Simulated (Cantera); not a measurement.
An adiabatic, constant-pressure homogeneous reactor starts with CO : H₂ : CH₄ : O₂ : N₂ = 1 : 0.059 : 0.063 : 0.345 : 1.3 (molar parts), equivalence ratio 1.9, at 1823 K and 29.0 bar.

Detailed kinetics in Cantera: GRI-Mech 3.0 (53 species, 325 reactions). The pressure lies above the range GRI-Mech 3.0 was tuned for (to about 10 atm). Above 3000 K some thermodynamic fits are extrapolated.

Predict: time of steepest temperature rise; temperature at 0.200 s; equilibrium temperature; x(CO) at 0.200 s; x(H₂) at 0.200 s; x(HCN) at 0.200 s.


```json
{
  "time_of_steepest_temperature_rise": "1.68 µs",
  "temperature at 0.200 s": "3169 K",
  "equilibrium_temperature": "3169 K",
  "x(CO) at 0.200 s": "0.250 (gas-phase equilibrium 0.250)",
  "x(H₂) at 0.200 s": "0.0108 (gas-phase equilibrium 0.0108)",
  "x(HCN) at 0.200 s": "2.23e-7 (gas-phase equilibrium 2.23e-7)"
}
```
